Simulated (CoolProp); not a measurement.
A Linde-Hampson liquefier for nitrogen: isothermal reversible compression at 300 K from 1 atm to 40 MPa, throttling to 1 atm, return gas leaving the recuperator 0 K below the feed. Each further row changes one setting.

The numbers come from the reference Helmholtz-energy equation of state, Span 2000 in CoolProp.

```
case                        liquid yield per pass  compression work (kJ/kg of gas)
--------------------------  ---------------------  -------------------------------
as stated                                   0.092                              542
high pressure 80 MPa                        0.054                              632
warm-end temperature 330 K                  0.066                              599
warm-end gap 5 K                            0.081                              542
```
